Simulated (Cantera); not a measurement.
Cantera run:

```python
import numpy as np
import cantera as ct

gas_names = """
    NO2 NO NbO2 N2
""".split()
cond_names = """
    Nb(cr) Nb(L) Nb2O5(s) Nb2O5(L)
""".split()


def load(file, names, dense=False):
    # The tables refer to 1 bar. Condensed volumes are neglected.
    table = {s.name: s for s in ct.Species.list_from_file(file)}
    out = []
    for n in names:
        d = dict(table[n].input_data)
        d["thermo"] = dict(d["thermo"], **{"reference-pressure": 1e5})
        if dense:
            d["equation-of-state"] = {"model": "constant-volume", "density": "1e6 g/cm^3"}
        out.append(ct.Species.from_dict(d))
    return out


species = {s.name: s for s in load("nasa_gas.yaml", gas_names) + load("nasa_condensed.yaml", cond_names)}
# Each term lists the table entries of one substance; the one whose range holds T is used.
reactions = {
    'Nb + 2 NO2(g) = 2 NO(g) + NbO2(g)':
        [(-1, ['Nb(cr)', 'Nb(L)']), (-2, ['NO2']), (2, ['NO']), (1, ['NbO2'])],
    '10 NO(g) + 4 Nb = 2 Nb2O5 + 5 N2(g)':
        [(-10, ['NO']), (-4, ['Nb(cr)', 'Nb(L)']), (2, ['Nb2O5(s)', 'Nb2O5(L)']), (5, ['N2'])],
}


def pick(names, T):
    return next(species[n] for n in names if species[n].thermo.min_temp <= T <= species[n].thermo.max_temp)


results = []
for label, terms in reactions.items():
    print(label)
    print("     T/K   dH/kJ  dS/(J/K)   dG/kJ   log10 K")
    for T in [300, 1348, 1448, 1548, 1648, 1748, 1848, 1948]:
        used = [(nu, pick(names, T)) for nu, names in terms]
        dH = sum(nu * s.thermo.h(T) for nu, s in used) / 1e6
        dS = sum(nu * s.thermo.s(T) for nu, s in used) / 1e3
        dG = dH - T * dS / 1e3
        logK = -dG * 1e6 / (ct.gas_constant * T * np.log(10))
        results.append((label, T, dH, dS, dG, logK, [s.name for _, s in used]))
        print(f"{T:8g} {dH:8.1f} {dS:8.1f} {dG:8.1f} {logK:8.2f}")
```

Output:

```
Nb + 2 NO2(g) = 2 NO(g) + NbO2(g)
     T/K   dH/kJ  dS/(J/K)   dG/kJ   log10 K
     300    -85.8    177.6   -139.1    24.22
    1348    -93.0    170.6   -322.9    12.51
    1448    -94.4    169.6   -339.9    12.26
    1548    -95.8    168.7   -356.9    12.04
    1648    -97.3    167.7   -373.7    11.84
    1748    -98.8    166.8   -390.4    11.67
    1848   -100.5    165.9   -407.0    11.50
    1948   -102.3    164.9   -423.6    11.36
10 NO(g) + 4 Nb = 2 Nb2O5 + 5 N2(g)
     T/K   dH/kJ  dS/(J/K)   dG/kJ   log10 K
     300  -4711.8  -1020.4  -4405.6   767.07
    1348  -4654.1   -945.6  -3379.3   130.95
    1448  -4647.9   -941.3  -3285.0   118.50
    1548  -4642.0   -937.3  -3191.1   107.68
    1648  -4636.3   -933.7  -3097.5    98.18
    1748  -4630.8   -930.4  -3004.3    89.78
    1848  -4409.5   -806.6  -2918.9    82.50
    1948  -4392.8   -797.8  -2838.7    76.12
```

Cantera with NASA thermochemical tables; ideal gases at 1 bar, condensed phases pure. Condensed species are held in their standard states even where they would react or evaporate.
